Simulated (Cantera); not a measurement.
A freely propagating, adiabatic, planar premixed flame of 21.7 % H2, 16.4 % O2, 61.8 % N2, unburnt at 450 K and 1.80 bar; mixture-averaged transport, grid criteria slope 0.08 and curve 0.16, no radiation.

Detailed kinetics in Cantera: the H2/O2 subset of GRI-Mech 3.0, which has no nitrogen chemistry. Burning velocities carry a grid error of a few per cent, more on coarse grids. Lean hydrogen flames are cellular in practice and burn faster than this planar one.

**Question.** Predict: laminar burning velocity; thermal thickness; peak x(OH); peak x(H); peak x(HO2).

**Answer.** 
- laminar burning velocity: 221 cm/s
- thermal thickness: 0.187 mm
- peak x(OH): 0.0106
- peak x(H): 0.0129
- peak x(HO2): 0.000526
